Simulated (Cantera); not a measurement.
## H₂O + O₂ + H₂ (abatement and gas-phase synthesis)

Feed: 1 mol H₂O, 0.025 mol O₂, 0.36 mol H₂, held at 1 atm.

These are equilibrium values from Cantera (NASA tables, ideal gas, pure condensed phases), not measurements of a reactor. Candidate condensed phases: H₂O; 9 gas species. Rates play no part.

| T (K) | x H₂O | x H₂ | x H | x OH | x O | x O₂ | x HO₂ |
|---|---|---|---|---|---|---|---|
| 1925 | 0.772 | 0.228 | 0.000453 | 0.000133 | 1.97e-7 | 2.91e-7 | 2.34e-10 |
| 2025 | 0.771 | 0.228 | 0.000912 | 0.000323 | 9.41e-7 | 1.37e-6 | 1.13e-9 |
| 2125 | 0.770 | 0.227 | 0.00172 | 0.000723 | 3.88e-6 | 5.59e-6 | 4.72e-9 |
| 2225 | 0.769 | 0.227 | 0.00306 | 0.00150 | 1.41e-5 | 2.01e-5 | 1.73e-8 |
| 2325 | 0.766 | 0.226 | 0.00520 | 0.00294 | 4.58e-5 | 6.47e-5 | 5.68e-8 |
| 2425 | 0.761 | 0.225 | 0.00844 | 0.00540 | 0.000135 | 0.000188 | 1.68e-7 |
| 2525 | 0.752 | 0.225 | 0.0132 | 0.00942 | 0.000363 | 0.000497 | 4.52e-7 |
| 2625 | 0.738 | 0.225 | 0.0200 | 0.0156 | 0.000895 | 0.00120 | 1.10e-6 |
| 2725 | 0.716 | 0.226 | 0.0294 | 0.0245 | 0.00203 | 0.00260 | 2.45e-6 |
| 2825 | 0.684 | 0.228 | 0.0424 | 0.0365 | 0.00424 | 0.00508 | 4.88e-6 |
| 2925 | 0.639 | 0.233 | 0.0598 | 0.0513 | 0.00814 | 0.00887 | 8.73e-6 |
| 3025 | 0.582 | 0.239 | 0.0828 | 0.0682 | 0.0144 | 0.0139 | 1.40e-5 |
x: gas mole fraction; nothing condenses.

From 1925 K to 3025 K nothing is condensed.
